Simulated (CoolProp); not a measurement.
The fluid at 293.15 K and 0.206 MPa is throttled through a valve to 0.00802 MPa with no heat exchange. The same conditions are run with several fluids, on thermodynamics alone (safety and materials aside).

The numbers come from the reference Helmholtz-energy equation of state of each fluid (fluorine: de Reuck 1990; R115: Lemmon 2016; dry air: Lemmon 2000; C2F6 (R116): Lemmon 2006; chlorine: Thol 2021) in CoolProp. Blends and air are pseudo-pure fits.

Question: Rank fluorine, R115, dry air, C2F6 (R116), chlorine by temperature change (K), highest first.

Answer: fluorine (-0.4), dry air (-0.5), C2F6 (R116) (-1.7), R115 (-2.8), chlorine (-6.3)

| fluid | final density (kg/m³) |
|---|---|
| fluorine | 0.125 |
| R115 | 0.514 |
| dry air | 0.0955 |
| C2F6 (R116) | 0.457 |
| chlorine | 0.239 |
